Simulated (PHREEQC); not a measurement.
1 kg of water holding 24 mmol/kgw MgSO4 and 4.2 mmol/kgw NaCl is evaporated at 20 °C; the solids stay in contact with the brine. No CO2 enters from the air. Solids allowed: Bischofite, Bloedite, Brucite, Epsomite, Halite, Hexahydrite, Kieserite, Mirabilite, Thenardite, MgCl2_4H2O. Others were left out.

Model: Pitzer model, pitzer.dat, run in PHREEQC.

| water left (kg) | ionic strength | water activity | Epsomite (mol) | Cl in solution (mol/kgw) | Na in solution (mol/kgw) | Mg in solution (mol/kgw) |
|---|---|---|---|---|---|---|
| 1 | 0.100 | 0.999 | 0 | 0.00420 | 0.00420 | 0.0240 |
| 0.6755 | 0.148 | 0.999 | 0 | 0.00622 | 0.00622 | 0.0355 |
| 0.4563 | 0.220 | 0.998 | 0 | 0.00920 | 0.00920 | 0.0526 |
| 0.375 | 0.267 | 0.998 | 0 | 0.0112 | 0.0112 | 0.0640 |
| 0.2533 | 0.396 | (withheld) | 0 | 0.0166 | 0.0166 | 0.0947 |
| 0.1711 | 0.585 | 0.996 | 0 | 0.0245 | 0.0245 | 0.140 |
| 0.1156 | 0.867 | 0.995 | 0 | 0.0363 | 0.0363 | 0.208 |
| 0.07809 | 1.28 | 0.992 | 0 | 0.0538 | 0.0538 | 0.307 |
| 0.06418 | 1.56 | 0.991 | 0 | 0.0654 | 0.0654 | 0.374 |
| 0.04335 | 2.31 | 0.986 | 0 | 0.0969 | 0.0969 | 0.554 |
| 0.0293 | 3.42 | (withheld) | 0 | 0.143 | 0.143 | 0.819 |
| 0.01979 | 5.06 | 0.967 | 0 | 0.212 | 0.212 | (withheld) |
| 0.01337 | (withheld) | 0.944 | 0 | 0.314 | 0.314 | 1.79 |
| 0.01099 | 9.11 | 0.924 | 0 | 0.382 | 0.382 | 2.18 |
| 0.006629 | 11.3 | 0.882 | 0.00632 | 0.634 | 0.634 | (withheld) |
| 0.002895 | 11.4 | 0.842 | 0.0168 | 1.45 | 1.45 | 2.49 |

Q: Fill in the missing entries.

A: 
- 0.2533, water activity: 0.997
- 0.0293, water activity: 0.979
- 0.01979, Mg in solution (mol/kgw): 1.21
- 0.01337, ionic strength: 7.49
- 0.006629, Mg in solution (mol/kgw): 2.67
